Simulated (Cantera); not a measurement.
Cantera run, input and output.

```python
import numpy as np
import cantera as ct

gas = ct.Solution("h2o2.yaml")
gas.TPX = 923, 870, {'H2': 0.12, 'O2': 1}
reactor = ct.IdealGasConstPressureReactor(gas, energy="off", clone=False)
net = ct.ReactorNet([reactor])
net.rtol, net.atol = 1e-08, 1e-18
show = ['H2', 'O2', 'H2O', 'H', 'HO2', 'OH']
times = np.geomspace(3e-05, 80, 10)

steps = ct.SolutionArray(gas, extra=["t"])
rows = []
print(f"{'t/s':>10s}{'T/K':>9s}{'P/Pa':>11s}" + "".join(f"{s:>11s}" for s in show))
for t in times:
    while net.time < t:
        t_next = net.step()
        steps.append(gas.state, t=t_next)
    rows.append([np.interp(t, steps.t, y) for y in (steps.T, steps.P, *steps(*show).X.T)])
    print(f"{t:10.3e}{rows[-1][0]:9.1f}{rows[-1][1]:11.4g}" + "".join(f"{x:11.3e}" for x in rows[-1][2:]))
rate = np.gradient(steps.T, steps.t)
print("integrator steps:", len(steps.t))
if steps.T.max() > steps.T[0] + 200:
    print(f"time of steepest temperature rise: {steps.t[rate.argmax()]:.4e} s")
gas.TPX = 923, 870, {'H2': 0.12, 'O2': 1}
gas.equilibrate("TP")
print(f"equilibrium (TP): T = {gas.T:.1f} K  " + "  ".join(f"{s} {gas[s].X[0]:.3e}" for s in show))
```

Output:

```
       t/s      T/K       P/Pa         H2         O2        H2O          H        HO2         OH
 3.000e-05    923.0        870  1.071e-01  8.929e-01  7.897e-15  1.789e-12  1.852e-12  6.243e-14
 1.553e-04    923.0        870  1.071e-01  8.929e-01  7.823e-13  8.711e-12  9.617e-12  1.103e-12
 8.037e-04    923.0        870  1.071e-01  8.929e-01  5.557e-11  6.520e-11  5.076e-11  1.555e-11
 4.160e-03    923.0        870  1.071e-01  8.929e-01  6.128e-08  3.458e-08  1.291e-09  9.209e-09
 2.153e-02    923.0        870  4.283e-03  8.625e-01  9.474e-02  2.027e-02  9.362e-06  2.218e-03
 1.115e-01    923.0        870  1.372e-04  8.861e-01  1.129e-01  7.722e-05  3.725e-06  2.455e-04
 5.769e-01    923.0        870  4.588e-06  8.868e-01  1.132e-01  4.512e-07  4.052e-07  4.342e-05
 2.986e+00    923.0        870  1.748e-07  8.868e-01  1.132e-01  8.212e-09  3.764e-08  1.157e-05
 1.546e+01    923.0        870  1.374e-08  8.868e-01  1.132e-01  3.392e-10  4.974e-09  3.994e-06
 8.000e+01    923.0        870  1.882e-09  8.868e-01  1.132e-01  2.067e-11  8.369e-10  1.569e-06
integrator steps: 1824
equilibrium (TP): T = 923.0 K  H2 9.454e-12  O2 8.868e-01  H2O 1.132e-01  H 8.117e-15  HO2 2.348e-10  OH 1.129e-07
```

Detailed kinetics in Cantera: the H2/O2 subset of GRI-Mech 3.0, which has no nitrogen chemistry. Radical loss at walls, strong at low pressure, is not modelled. Below about 950 K walls govern HO2 and H2O2 in real vessels. The temperature is held fixed by assumption; the heat of reaction is taken as removed at once.
